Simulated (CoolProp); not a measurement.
Dodecamethylcyclohexasiloxane (D6) at several states: fugacity coefficient from the reference equation and from simpler models built on Tc = 372.6 °C, pc = 0.9614 MPa, ω = 0.736; each cubic takes its own stable root.

Computed with CoolProp (reference Helmholtz-energy equation of state, Colonna 2008). It is a short technical equation, of lower accuracy than the large ones.

```tsv
T (°C)	p (MPa)	phase	reference	van der Waals	Redlich-Kwong	Soave-Redlich-Kwong
324.45	0.234	gas	0.8722	0.9133	0.8979	0.8881
67.25	2.05	liquid	6.786e-5	0.03215	0.003224	7.275e-5
119.35	1.15	liquid	0.001882	0.09556	0.02346	0.001903
32.75	4.93	liquid	3.331e-6	0.01752	0.0005925	4.207e-6
```
